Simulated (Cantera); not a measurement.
A Cantera script and its output.

```python
import numpy as np
import cantera as ct

gas = ct.Solution("gri30.yaml")
gas.TPX = 1750, 130000, {'CH4': 1, 'N2': 1.8}
inlet = ct.Reservoir(gas, clone=True)

reactor = ct.IdealGasConstPressureReactor(gas, energy="off", clone=False)
exhaust = ct.Reservoir(gas, clone=True)
tau = [1.3, 0.64, 0.33, 0.16, 0.083, 0.042, 0.021, 0.011, 0.0054, 0.0027][0]
for a, b in ((inlet, reactor), (reactor, exhaust)):
    ct.MassFlowController(a, b, mdot=lambda t: reactor.mass / tau)
net = ct.ReactorNet([reactor])
show = ['CH4', 'HCN', 'H2', 'C2H6', 'C2H']

rows = []
print(f"{'tau/s':>10s}{'T/K':>9s}" + "".join(f"{s:>11s}" for s in show))
for tau in [1.3, 0.64, 0.33, 0.16, 0.083, 0.042, 0.021, 0.011, 0.0054, 0.0027]:
    net.initial_time = 0.0
    net.advance(30 * tau)
    before = gas.X
    net.advance(40 * tau)
    drift = np.max(np.abs(gas.X - before) / (gas.X + 1e-9))
    rows.append([gas.T, *gas[show].X, drift])
    print(f"{tau:10.3e}{gas.T:9.1f}" + "".join(f"{x:11.3e}" for x in gas[show].X))
```

Result:

```
     tau/s      T/K        CH4        HCN         H2       C2H6        C2H
 1.300e+00   1750.0  1.772e-02  2.359e-06  3.738e-01  4.454e-06  2.821e-07
 6.400e-01   1750.0  2.356e-02  1.471e-06  3.673e-01  7.265e-06  2.743e-07
 3.300e-01   1750.0  3.171e-02  9.774e-07  3.583e-01  1.245e-05  2.643e-07
 1.600e-01   1750.0  4.464e-02  6.334e-07  3.439e-01  2.366e-05  2.496e-07
 8.300e-02   1750.0  6.109e-02  4.248e-07  3.256e-01  4.317e-05  2.326e-07
 4.200e-02   1750.0  8.405e-02  2.745e-07  3.000e-01  8.042e-05  2.108e-07
 2.100e-02   1750.0  1.143e-01  1.697e-07  2.661e-01  1.485e-04  1.845e-07
 1.100e-02   1750.0  1.483e-01  1.036e-07  2.277e-01  2.547e-04  1.566e-07
 5.400e-03   1750.0  1.903e-01  5.648e-08  1.801e-01  4.382e-04  1.232e-07
 2.700e-03   1750.0  2.321e-01  2.873e-08  1.322e-01  6.953e-04  8.947e-08
```

Detailed kinetics in Cantera: GRI-Mech 3.0 (53 species, 325 reactions). GRI-Mech 3.0 stops at C3 and has no aromatics, soot or wall deposition, so with more carbon than oxygen in the feed, carbon stays in small species such as C2H2 where larger ones or solid carbon would form.
